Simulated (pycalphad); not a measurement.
Source of the numbers: pycalphad with the COST 507 light-alloy database (1999); pressure 1 atm. The data set is of 1999 and partly superseded. Phase fractions are per mole of atoms.

**Question.** Give the equilibrium state of Al-0.2572Si-2.393C (wt.%) at 875 K.

**Answer.** FCC_A1, fraction 0.879, with 0.05 Si, <0.01 C wt.%; AL4C3, fraction 0.090, with 0.02 Si, 25.0 C wt.%; AL8SIC7, fraction 0.031, with 8.6 Si, 25.6 C wt.%.

**Question.** Give the equilibrium state of Al-0.2572Si-2.393C (wt.%) at 1350 K.

**Answer.** LIQUID, fraction 0.878, with 0.28 Si, <0.01 C wt.%; AL4C3, fraction 0.122, with 0.01 Si, 25.0 C wt.%.

Database names, with the compositions (at.%) that they take in these runs: AL4C3: Al 57 C 43; AL8SIC7: Al 50 C 44 Si 6. FCC_A1 is fcc.
